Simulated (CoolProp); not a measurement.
Aqueous methanol as a coolant, 12 % by mass, freezing at -8.1 °C, 1 atm.

The numbers come from the Melinder's fits for secondary coolants in CoolProp.

```json
[
 {"T (°C)": "-2.8", "Prandtl number": "25.6", "viscosity (mPa s)": "3.01", "cp (kJ/(kg K))": "4.216", "conductivity (W/(m K))": "0.496"},
 {"T (°C)": "2.3", "Prandtl number": "20.6", "viscosity (mPa s)": "2.46", "cp (kJ/(kg K))": "4.210", "conductivity (W/(m K))": "0.503"},
 {"T (°C)": "7.4", "Prandtl number": "16.8", "viscosity (mPa s)": "2.04", "cp (kJ/(kg K))": "4.204", "conductivity (W/(m K))": "0.510"},
 {"T (°C)": "12.5", "Prandtl number": "14.0", "viscosity (mPa s)": "1.72", "cp (kJ/(kg K))": "4.197", "conductivity (W/(m K))": "0.517"},
 {"T (°C)": "17.6", "Prandtl number": "11.7", "viscosity (mPa s)": "1.47", "cp (kJ/(kg K))": "4.189", "conductivity (W/(m K))": "0.524"},
 {"T (°C)": "22.7", "Prandtl number": "10.0", "viscosity (mPa s)": "1.27", "cp (kJ/(kg K))": "4.180", "conductivity (W/(m K))": "0.531"},
 {"T (°C)": "27.8", "Prandtl number": "8.62", "viscosity (mPa s)": "1.11", "cp (kJ/(kg K))": "4.171", "conductivity (W/(m K))": "0.537"},
 {"T (°C)": "32.9", "Prandtl number": "7.50", "viscosity (mPa s)": "0.979", "cp (kJ/(kg K))": "4.162", "conductivity (W/(m K))": "0.543"}
]
```
